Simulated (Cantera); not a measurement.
Feed: 1 mol SiH4, a varied amount of H2O, equilibrated at 1325 °C and 9500 Pa.

These are equilibrium values from Cantera (NASA tables, ideal gas, pure condensed phases), not measurements of a reactor. Candidate condensed phases: H2O, Si, SiO2; 18 gas species. The tables hold silica as quartz up to 1696 K and as liquid above; real silica turns to tridymite and cristobalite and melts near 1996 K. Gases not in the tables: Si(OH)4. Rates play no part.

Question: At 8.4 mol H2O, list the 3 most abundant gas species with their mole fractions, and the condensed phases.

Answer: H2O 0.615, H2 0.385, H 0.000107. Condensed: SiO2(β-quartz).
